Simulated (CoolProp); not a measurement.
The numbers come from the reference Helmholtz-energy equation of state, Outcalt 1996 in CoolProp. It is a modified Benedict-Webb-Rubin equation, recast in Helmholtz form.

**Question.** For R152A, give the phase and the cp (kJ/(kg K)), cv (kJ/(kg K)), viscosity (µPa s) at 27.05 °C and 40.2 kPa; 27.05 °C and 226 kPa.

**Answer.** 
- 27.05 °C and 40.2 kPa: gas; cp 1.04, cv 0.906, viscosity 11.2
- 27.05 °C and 226 kPa: gas; cp 1.09, cv 0.932, viscosity 11.2

Viscosity comes from a separate model (Bell 2016), an estimate that may be off by 10 % or more.
